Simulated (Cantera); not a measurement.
A freely propagating, adiabatic, planar premixed flame of 53.2 % H2, 9.84 % O2, 37.0 % N2, equivalence ratio 2.7, unburnt at 675 K and 5.00 bar; mixture-averaged transport, grid criteria slope 0.08 and curve 0.16, no radiation.

Model: the H2/O2 subset of GRI-Mech 3.0, which has no nitrogen chemistry, integrated in Cantera. The hydrogen kinetics of GRI-Mech 3.0 are dated; newer H2 mechanisms differ, most at raised pressure. Burning velocities carry a grid error of a few per cent, more on coarse grids.

Task: Predict: laminar burning velocity; thermal thickness; peak x(HO2); peak x(H); peak x(O).

Result: 
| Quantity | Value |
|---|---|
| laminar burning velocity | 1020 cm/s |
| thermal thickness | 0.0645 mm |
| peak x(HO2) | 0.000659 |
| peak x(H) | 0.0524 |
| peak x(O) | 0.00150 |
